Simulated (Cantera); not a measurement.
An isothermal, constant-pressure homogeneous reactor starts with CH4 : H2O = 1 : 4.9 (molar parts), at 1450 K and 100000 Pa. Integrator tolerance rtol = 1e-08.

Model: GRI-Mech 3.0 (53 species, 325 reactions), integrated in Cantera.

Question: What does this change do: pressure from 100000 Pa to 660000 Pa?

Answer: 
```csv
quantity,before,after
x(CH4) at 200 s,0.00604 (gas-phase equilibrium 1.14e-7),0.00769 (gas-phase equilibrium 4.95e-6)
x(H2O) at 200 s,0.467 (gas-phase equilibrium 0.454),0.469 (gas-phase equilibrium 0.454)
x(O) at 200 s,2.17e-12 (gas-phase equilibrium 2.09e-12),<1e-12 (gas-phase equilibrium <1e-12)
x(CH2CO) at 200 s,7.40e-8 (gas-phase equilibrium <1e-12),2.09e-8 (gas-phase equilibrium 1.27e-11)
x(C2H) at 200 s,3.60e-12 (gas-phase equilibrium <1e-12),<1e-12 (gas-phase equilibrium <1e-12)
x(C2H2) at 200 s,0.000178 (gas-phase equilibrium <1e-12),9.29e-6 (gas-phase equilibrium 3.49e-12)
x(O2) at 200 s,1.18e-12 (gas-phase equilibrium 1.07e-12),<1e-12 (gas-phase equilibrium <1e-12)
```

Question: What does this change do: CH4 1 to 8.4 parts?

Answer: 
```json
[
 {"quantity": "x(CH4) at 200 s", "before": "0.00604 (gas-phase equilibrium 1.14e-7)", "after": "0.122 (gas-phase equilibrium 0.103)"},
 {"quantity": "x(H2O) at 200 s", "before": "0.467 (gas-phase equilibrium 0.454)", "after": "0.0336 (gas-phase equilibrium 4.81e-6)"},
 {"quantity": "x(O) at 200 s", "before": "2.17e-12 (gas-phase equilibrium 2.09e-12)", "after": "<1e-12 (gas-phase equilibrium <1e-12)"},
 {"quantity": "x(CH2CO) at 200 s", "before": "7.40e-8 (gas-phase equilibrium <1e-12)", "after": "9.47e-7 (gas-phase equilibrium 3.90e-7)"},
 {"quantity": "x(C2H) at 200 s", "before": "3.60e-12 (gas-phase equilibrium <1e-12)", "after": "4.34e-10 (gas-phase equilibrium 2.56e-10)"},
 {"quantity": "x(C2H2) at 200 s", "before": "0.000178 (gas-phase equilibrium <1e-12)", "after": "0.0266 (gas-phase equilibrium 0.0161)"},
 {"quantity": "x(O2) at 200 s", "before": "1.18e-12 (gas-phase equilibrium 1.07e-12)", "after": "<1e-12 (gas-phase equilibrium <1e-12)"}
]
```
GRI-Mech 3.0 stops at C3 and has no aromatics, soot or wall deposition, so with more carbon than oxygen in the feed, carbon stays in small species such as C2H2 where larger ones or solid carbon would form.
